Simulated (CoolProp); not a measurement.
Octamethyltrisiloxane (MDM) along the isotherm 575 K: density (kg/m³) from the reference equation and from simpler models built on Tc = 565.4 K, pc = 1.438 MPa, ω = 0.528; each cubic takes its own stable root.

The numbers come from the reference Helmholtz-energy equation of state, Thol 2017 in CoolProp.

| p (MPa) | phase | reference |
|---|---|---|
| 0.196 | gas | 10.14 |
| 0.392 | gas | 21.35 |
| 0.588 | gas | 33.97 |
| 0.784 | gas | 48.56 |
| 0.98 | gas | 66.15 |
| 1.18 | gas | 89.34 |
| 1.37 | gas | 121.6 |
| 1.57 | supercritical | 194.2 |
| 1.76 | supercritical | 342.2 |
| 1.96 | supercritical | 386.8 |
| 2.16 | supercritical | 409.4 |

### Question
How far does each simpler model (van der Waals, Soave-Redlich-Kwong) lie from the reference over these 11 states: mean and median of the absolute difference, and the worst?

### Answer
- van der Waals: mean 9.7 %, median 4.4 %, worst -26.7 % at 575 K and 2.16 MPa
- Soave-Redlich-Kwong: mean 6.3 %, median 1.9 %, worst -18.7 % at 575 K and 1.76 MPa
